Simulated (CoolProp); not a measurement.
Vapour-liquid equilibrium of o-xylene (1) + n-decane (2) at 0.000916 MPa; x and y are mole fractions of (1).

Model: multi-fluid Helmholtz-energy mixture model, Zhou 2012 and Lemmon 2006; pair parameters Bell 2016, in CoolProp.

### Question
Give the bubble temperature and the first vapour's composition at x = 0.2, 0.5, 0.8. Is there an azeotrope?

### Answer
x = 0.2: 315.3 K, y = 0.514; x = 0.5: 307.0 K, y = 0.819; x = 0.8: 301.4 K, y = 0.948. No azeotrope shows between x = 0.05 and 0.95.

The pair parameters rest on a limited set of measurements; away from them the model extrapolates.
